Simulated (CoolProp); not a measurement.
A single-stage vapour-compression cycle with fluoroethane (R161): evaporating at 227.15 K (dew point), condensing at 254.15 K (bubble point), superheat 2 K, subcooling 2 K, compressor efficiency 0.65, no pressure losses. Each further row changes one setting.

The numbers come from the reference Helmholtz-energy equation of state, Wu 2012 in CoolProp.

| case | cooling COP | pressure ratio | discharge temperature (K) | refrigerating effect (kJ/kg) | volumetric capacity (kJ/m³) |
|---|---|---|---|---|---|
| as stated | 5.00 | 3.28 | 299.5 | 386 | 675 |
| evaporating temperature 232.15 K | 6.38 | 2.57 | 290.5 | 391 | 857 |
| condensing temperature 249.15 K | 6.24 | 2.69 | 287.7 | 396 | 693 |
| subcooling 7 K | 5.13 | 3.28 | 299.5 | 396 | 693 |
| superheat 12 K | 4.92 | 3.28 | 310.4 | 397 | 663 |
| compressor efficiency 0.55 | 4.23 | 3.28 | 310.2 | 386 | 675 |
